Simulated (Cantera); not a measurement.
Source: NASA polynomial tables (part measured, part estimated), evaluated in Cantera. Values are per mole of reaction as written; species without (g) are pure solids or liquids, kept so even where they would boil at 1 bar.

O(g) + 2 Cl(g) + Ti ⇌ TiOCl2(g)

```csv
T (K),ΔH° (kJ),ΔS° (J/K),ΔG° (kJ),log10 K
300,…,…,…,…
373,-1038.7,-205.2,-962.1,134.74
398,…,…,…,…
423,…,…,…,…
448,…,…,…,…
473,-1040.4,-209.2,-941.4,103.96
```

Question: Fill in the missing entries.

Answer: 
- 300, ΔH° (kJ): -1037.4
- 300, ΔS° (J/K): -201.3
- 300, ΔG° (kJ): -977.0
- 300, log10 K: 170.11
- 398, ΔH° (kJ): -1039.1
- 398, ΔS° (J/K): -206.3
- 398, ΔG° (kJ): -957.0
- 398, log10 K: 125.60
- 423, ΔH° (kJ): -1039.5
- 423, ΔS° (J/K): -207.4
- 423, ΔG° (kJ): -951.8
- 423, log10 K: 117.54
- 448, ΔH° (kJ): -1040.0
- 448, ΔS° (J/K): -208.3
- 448, ΔG° (kJ): -946.6
- 448, log10 K: 110.37
